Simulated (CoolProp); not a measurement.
The fluid at 378.1 K and 0.0716 MPa expands adiabatically to 0.00891 MPa with isentropic efficiency 0.9. The same conditions are run with several fluids, on thermodynamics alone (safety and materials aside).

Model: reference Helmholtz-energy equation of state of each fluid (methanol: de Reuck 1993; isobutene: Lemmon 2005; water: Wagner 2002; R1224YDZ: Akasaka 2023; carbonyl sulfide: Lemmon 2006), in CoolProp.

Problem. Rank methanol, isobutene, water, R1224YDZ, carbonyl sulfide by work (kJ/kg), highest first.

Solution. water (281), methanol (154), isobutene (96.1), carbonyl sulfide (80.6), R1224YDZ (36.9)

```csv
fluid,final temperature (K),final phase,final density (kg/m³)
methanol,286.3,"two-phase, vapour fraction 0.990",0.123
isobutene,323.8,gas,0.186
water,316.7,"two-phase, vapour fraction 0.929",0.0659
R1224YDZ,334.1,gas,0.477
carbonyl sulfide,263.6,gas,0.245
```
